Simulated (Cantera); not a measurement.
A diamond (100) surface in a fixed gas of H2 with x(CH4) = 0.027, x(H) = 0.0028, at 950 K, 0.266 atm; coverages are run to steady state.

Model: the Harris–Goodwin 1993 mechanism for the reconstructed diamond (100) surface, integrated in Cantera.

One state of this run: growth (µm/h) = 0.312; θ c6HH = 0.643; θ c6H* = 0.0143; θ c6*H = 0.335; θ c6** = 0.00663; θ c6HM = 0.000670. θ: site fractions in the mechanism's names (c6HH fully hydrogenated, c6H* and c6*H radical sites, c6** diradical, c6HM methylated).

Problem. Which value of x(CH3) does it belong to?
A) 7.7e-06
B) 0.00045
C) 5.9e-05
D) 2.8e-06

Solution. D, 2.8e-06
